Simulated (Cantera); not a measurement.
A closed system holds: 1 mol Fe, 1.7 mol H₂S, 3 mol N₂, held at 750 K and 1.33 mbar.

Equilibrium computed with Cantera from the NASA thermochemical tables; the gas is ideal and each condensed phase is pure. Candidate condensed phases: Fe, FeS, FeS₂, S; 16 gas species. FeS: taken at fixed stoichiometry. Equilibrium is a limit: real reactors are often held back by kinetics, nucleation or transport.

**Question.** What is the equilibrium state?

**Answer.** 
| Item | Value |
|---|---|
| x(N₂) | 0.638 |
| x(H₂) | 0.213 |
| x(H₂S) | 0.149 |
| x(S₂) | 1.54e-5 |
| n(FeS(s)) | 1.00 mol |
| gas amount | 4.700 mol |
| log10 activity of S(l) (absent) | -3.28 |
| log10 activity of Fe(α) (absent) | -3.95 |
